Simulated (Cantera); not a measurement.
Charge: 1 mol S, 0.13 mol H2, 2.1 mol O2, at 3398 K and 2300000 Pa.

These are equilibrium values from Cantera (NASA tables, ideal gas, pure condensed phases), not measurements of a reactor. Candidate condensed phases: H2O, H2SO4, S; 19 gas species. The numbers say what is thermodynamically allowed, not how fast it happens.

Task: What is the equilibrium state?

Result: 
```json
{
  "x(O2)": "0.435",
  "x(SO2)": "0.402",
  "x(O)": "0.0520",
  "x(OH)": "0.0365",
  "x(H2O)": "0.0348",
  "x(SO)": "0.0328",
  "x(H)": "0.00389",
  "x(H2)": "0.00161",
  "x(SO3)": "0.000745",
  "gas_amount": "2.292 mol",
  "log10 activity of S(l) (absent)": "-3.72"
}
```
